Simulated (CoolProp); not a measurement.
Vapour-liquid equilibrium of R22 (1) + n-hexane (2) at 287.1 K; x and y are mole fractions of (1).

The numbers come from the multi-fluid Helmholtz-energy mixture model, Kamei 1995 and Thol 2019; pair parameters Bell 2016 in CoolProp.

```tsv
x	bubble pressure (kPa)	y at the bubble point	dew pressure at overall composition x (kPa)	liquid density (mol/L)
0.05	68.72	0.826	12.85	7.914
0.15	175.9	0.935	14.36	8.339
0.25	270.7	0.960	16.27	8.801
0.35	351.6	0.971	18.76	9.305
0.45	420.1	0.978	22.15	9.856
0.55	479.8	0.982	27.03	10.46
0.65	535.1	0.986	34.65	11.14
0.75	591.0	0.989	48.26	11.89
0.85	652.4	0.993	79.46	12.74
0.95	724.3	0.997	222.6	13.71
```

No azeotrope shows between x = 0.05 and 0.95.

Pair parameters are fitted to limited data, so mixtures are less certain than the pure fluids. The gap from Raoult's law changes sign with composition, which may be real or a fault of the pair parameters; it wasn't checked against measurements.
